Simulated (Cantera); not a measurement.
Feed: 1 mol AlCl3, 0.73 mol H2O, 4.2 mol N2, at 600 K and 0.133 bar.

Method: chemical equilibrium by Gibbs-energy minimisation in Cantera with the NASA 1993 tables (ideal gas, pure condensed phases). Candidate condensed phases: Al, AlCl3, AlN, Al2O3, H2O, NH4Cl; 45 gas species. Condensed phases not in the tables: AlOCl. The numbers say what is thermodynamically allowed, not how fast it happens.

Base state: N2 0.705, HCl 0.245, Al2Cl6 0.0361, AlCl3 0.0140 (mole fractions); condensed: Al2O3(s).

Task: What changes in the equilibrium state with this change: N2 from 4.2 to 560 mol?

Result: 
| species | before | after |
|---|---|---|
| N2 | 0.705 | 0.997 |
| HCl | 0.245 | 0.00260 |
| AlCl3 | 0.0140 | 0.000722 |
| Al2Cl6 | 0.0361 | 9.59e-5 |
| Al2O3(s), mol | 0.243 | 0.243 |
